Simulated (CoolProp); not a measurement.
Vapour-liquid equilibrium of CH2F2 (R32) (1) + R236FA (2) at 307.4 K; x and y are mole fractions of (1).

Values from CoolProp's multi-fluid Helmholtz-energy mixture model, Tillner-Roth 1997 and Pan 2012; pair parameters Bell 2016.

**Question.** Give the bubble pressure and the first vapour's composition at x = 0.05, 0.5, 0.95. Is there an azeotrope?

**Answer.** x = 0.05: 437.3 kPa, y = 0.184; x = 0.5: 1168 kPa, y = 0.798; x = 0.95: 2038 kPa, y = 0.984. No azeotrope shows between x = 0.05 and 0.95.

The pair parameters rest on a limited set of measurements; away from them the model extrapolates.
